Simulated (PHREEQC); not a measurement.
Synthetic water in mg/L, 20 °C, pH 6.98, pe -1.5:

```
constituent           mg/L
------------------  ------
Na                    4.18
K                    0.393
Ca                   0.161
Mg                   0.414
Cl                   0.478
S(6) as SO4           6.95
Alkalinity as HCO3    4.67
Si as SiO2          0.0164
Li                  0.0247
F                    0.139
Br                  0.0258
```

Valence states are taken as typed.

All values are PHREEQC results (ion-association model, wateq4f.dat), not measurements.

ionic strength: 0.000332 mol/kgw
charge-balance error: -1.0 %

```json
[
 {"species": "Na+", "molality": "0.000182", "activity": "0.000178", "log γ": "-0.009"},
 {"species": "HCO3-", "molality": "7.65e-5", "activity": "7.49e-5", "log γ": "-0.009"},
 {"species": "SO4-2", "molality": "7.20e-5", "activity": "6.63e-5", "log γ": "-0.036"},
 {"species": "CO2", "molality": "1.89e-5", "activity": "1.89e-5", "log γ": "0.000"},
 {"species": "Mg+2", "molality": "1.68e-5", "activity": "1.55e-5", "log γ": "-0.036"},
 {"species": "Cl-", "molality": "1.35e-5", "activity": "1.32e-5", "log γ": "-0.009"},
 {"species": "K+", "molality": "1.01e-5", "activity": "9.84e-6", "log γ": "-0.009"},
 {"species": "F-", "molality": "7.31e-6", "activity": "7.16e-6", "log γ": "-0.009"},
 {"species": "Ca+2", "molality": "3.97e-6", "activity": "3.65e-6", "log γ": "-0.036"},
 {"species": "Li+", "molality": "3.56e-6", "activity": "3.49e-6", "log γ": "-0.009"},
 {"species": "Br-", "molality": "3.23e-7", "activity": "3.16e-7", "log γ": "-0.009"},
 {"species": "H4SiO4", "molality": "2.73e-7", "activity": "2.73e-7", "log γ": "0.000"}
]
```

Precipitation was switched off in this run. Species that the database lacks are ignored. SiF6-2 is the database's only silicon fluoride.
